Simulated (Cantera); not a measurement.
Input (Python, Cantera) and output of one run.

```python
import numpy as np
import cantera as ct

gas_names = """
    C CH CH2 CH3 CH4 C2 C2H C2H2,acetylene C2H2,vinylidene C2H3,vinyl C2H4 C2H5 C2H6 C3 C3H3,propargyl
    C3H4,allene C3H4,propyne C3H4,cyclo- C3H5,allyl C3H6,propylene C3H6,cyclo- C3H7,n-propyl
    C3H7,i-propyl C3H8 C4 C4H2 C4H4,1,3-cyclo- C4H6,butadiene C4H6,2-butyne C4H6,cyclo- C4H8,1-butene
    C4H8,cis2-buten C4H8,tr2-butene C4H8,isobutene C4H8,cyclo- C4H9,n-butyl C4H9,i-butyl C4H9,s-butyl
    C4H9,t-butyl C4H10,isobutane C4H10,n-butane C5 C5H6,1,3cyclo- C5H8,cyclo- C5H10,1-pentene
    C5H10,cyclo- C5H11,pentyl C5H11,t-pentyl C5H12,n-pentane C5H12,i-pentane CH3C(CH3)2CH3 C6H2
    C6H5,phenyl C6H6 C6H10,cyclo- C6H12,1-hexene C6H12,cyclo- C6H13,n-hexyl C7H7,benzyl C7H8
    C7H14,1-heptene C7H15,n-heptyl C7H16,n-heptane C8H8,styrene C8H10,ethylbenz C8H16,1-octene
    C8H17,n-octyl C8H18,isooctane C8H18,n-octane C9H19,n-nonyl C10H8,naphthale C10H21,n-decyl
    C12H9,o-bipheny C12H10,bipheny H H2 Ti
""".split()
cond_names = """
    C(gr) C6H6(L) C7H8(L) C8H18(L),n-octa Ti(a) Ti(b) Ti(L) TiC(s) TiC(L)
""".split()


def load(file, names, dense=False):
    # The tables refer to 1 bar. Condensed volumes are neglected.
    table = {s.name: s for s in ct.Species.list_from_file(file)}
    out = []
    for n in names:
        d = dict(table[n].input_data)
        d["thermo"] = dict(d["thermo"], **{"reference-pressure": 1e5})
        if dense:
            d["equation-of-state"] = {"model": "constant-volume", "density": "1e6 g/cm^3"}
        out.append(ct.Species.from_dict(d))
    return out


gas = ct.Solution(thermo="ideal-gas", species=load("nasa_gas.yaml", gas_names))
cond = {s.name: ct.Solution(thermo="fixed-stoichiometry", species=[s], name=s.name)
        for s in load("nasa_condensed.yaml", cond_names, dense=True)}
atoms = {
    'Ti': {'Ti': 1},
    'C3H8': {'C': 3, 'H': 8},
    'H2': {'H': 2},
}
top_T = {'C(gr)': 4500}  # K; cautious upper limits of use, not melting points


def equilibrate(T, P, feed):
    n = {}
    for name, mol in feed.items():
        for a, k in atoms[name].items():
            n[a] = n.get(a, 0.0) + k * mol
    gas.TPX = T, P, n
    mass = sum(n.values()) * gas.mean_molecular_weight
    gas.equilibrate("TP")
    valid = [c for c in cond.values() if c.min_temp <= T <= top_T.get(c.name, c.max_temp)]
    mix = ct.Mixture([(gas, mass / gas.mean_molecular_weight)] + [(c, 0.0) for c in valid])
    mix.T, mix.P = T, P
    mix.equilibrate("TP", solver="vcs", rtol=1e-11, max_steps=5000)
    return mix


results = []
T = 1175  # K
P = 13000  # Pa
for m in [0.32, 0.46, 0.61, 0.76, 0.91, 1.1, 1.2, 1.4, 1.5, 1.7, 1.8]:
    feed = {'Ti': 1, 'C3H8': m, 'H2': 14}  # mol
    mix = equilibrate(T, P, feed)
    results.append((T, P, feed, dict(zip(mix.species_names, mix.species_moles))))

top = {s: max(r[3][s] / sum(r[3][g] for g in gas_names) for r in results) for s in gas_names}
cols = sorted((s for s in top if top[s] > 0.001), key=lambda s: -top[s])[:9]
seen = [c for c in cond_names if any(r[3].get(c, 0) > 1e-12 for r in results)]
print("log10 of partial pressures in bar; condensed amounts in mol")
print(f"{'n(C3H8)':>10s}" + "".join(f"{s[:9]:>10s}" for s in cols + seen))
for T, P, feed, n in results:
    ng = sum(n[g] for g in gas_names)
    print(f"{feed['C3H8']:10.4g}" + "".join(f"{np.log10(max(n[s] / ng * P / 1e5, 1e-99)):10.3f}" for s in cols)
          + "".join(f"{n.get(c, 0):10.4g}" for c in seen))
```

It prints:

```
log10 of partial pressures in bar; condensed amounts in mol
   n(C3H8)        H2       CH4     C(gr)     Ti(b)    TiC(s)
      0.32    -0.886   -11.081         0      0.04      0.96
      0.46    -0.887    -3.492    0.3409         0         1
      0.61    -0.887    -3.492    0.7894         0         1
      0.76    -0.887    -3.492     1.238         0         1
      0.91    -0.887    -3.492     1.686         0         1
       1.1    -0.887    -3.492     2.255         0         1
       1.2    -0.887    -3.492     2.554         0         1
       1.4    -0.887    -3.492     3.152         0         1
       1.5    -0.887    -3.492     3.451         0         1
       1.7    -0.887    -3.492     4.049         0         1
       1.8    -0.887    -3.492     4.348         0         1
```

Cantera equilibrium calculation (NASA polynomials, part measured and part estimated; ideal gas, pure solids and liquids). Mutual solubility and eutectic melting of coexisting phases are not modelled. TiC: taken at fixed stoichiometry. Condensed phases not in the tables: N, O or C dissolved in the metal.
